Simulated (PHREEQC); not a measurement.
Consider water at 25 °C with 4.4 mmol/kgw Cu(NO3)2, 0.09 mmol/kgw HNO3 and 18 mmol/kgw NaCl. Closed to the air; pH follows from the charge balance.

All values are PHREEQC results (ion-association model, phreeqc.dat), not measurements.

| Item | Result |
|---|---|
| pH | 4.10 |
| ionic strength | 0.0311 mol/kgw |
| specific conductance | 2990 µS/cm |
| total alkalinity | -0.0900 meq/kg |

```csv
species,molality,activity,log γ
Na+,0.0180,0.0153,-0.070
Cl-,0.0179,0.0151,-0.074
NO3-,0.00889,0.00745,-0.077
Cu+2,0.00429,0.00232,-0.267
CuCl+,0.000111,9.42e-5,-0.073
H+,9.05e-5,7.90e-5,-0.059
CuCl2,7.58e-7,7.64e-7,0.003
CuOH+,3.47e-7,2.93e-7,-0.073
```

No solid was allowed to form.
